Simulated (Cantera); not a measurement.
A perfectly stirred reactor is fed with C2H6 : H2 = 1 : 27 (molar parts), at 0.000158 atm; it is held at 1700 K, and followed from long to short residence time.

Detailed kinetics in Cantera: GRI-Mech 3.0 (53 species, 325 reactions). GRI-Mech 3.0 stops at C3 and has no aromatics, soot or wall deposition, so with more carbon than oxygen in the feed, carbon stays in small species such as C2H2 where larger ones or solid carbon would form. Radical loss at walls, strong at low pressure, is not modelled.

x: mole fraction; the columns are a selection and need not sum to one.

```json
[
 {"τ (s)": "0.61", "x C2H6": "0.000466", "x H2": "0.939", "x C2H": "(withheld)", "x C2H2": "0.0116", "x CH4": "0.0381", "x CH3": "0.00433"},
 {"τ (s)": "0.20", "x C2H6": "0.00131", "x H2": "0.937", "x C2H": "(withheld)", "x C2H2": "0.00781", "x CH4": "0.0407", "x CH3": "0.00553"},
 {"τ (s)": "0.062", "x C2H6": "0.00392", "x H2": "0.937", "x C2H": "(withheld)", "x C2H2": "0.00413", "x CH4": "0.0379", "x CH3": "0.00685"},
 {"τ (s)": "0.020", "x C2H6": "0.0109", "x H2": "0.943", "x C2H": "(withheld)", "x C2H2": "0.00129", "x CH4": "0.0263", "x CH3": "0.00786"},
 {"τ (s)": "0.0063", "x C2H6": "0.0240", "x H2": "0.955", "x C2H": "(withheld)", "x C2H2": "0.000120", "x CH4": "0.00892", "x CH3": "0.00619"},
 {"τ (s)": "0.0020", "x C2H6": "0.0326", "x H2": "0.961", "x C2H": "8.88e-12", "x C2H2": "1.92e-6", "x CH4": "0.00147", "x CH3": "0.00296"},
 {"τ (s)": "0.00064", "x C2H6": "0.0349", "x H2": "0.963", "x C2H": "<1e-12", "x C2H2": "8.17e-9", "x CH4": "0.000198", "x CH3": "0.00124"},
 {"τ (s)": "0.00020", "x C2H6": "0.0355", "x H2": "0.964", "x C2H": "<1e-12", "x C2H2": "3.49e-11", "x CH4": "2.17e-5", "x CH3": "0.000433"}
]
```

Some entries are withheld; supply them.


- 0.61, x C2H: 3.41e-7
- 0.20, x C2H: 2.47e-7
- 0.062, x C2H: 1.30e-7
- 0.020, x C2H: 3.31e-8
- 0.0063, x C2H: 1.69e-9
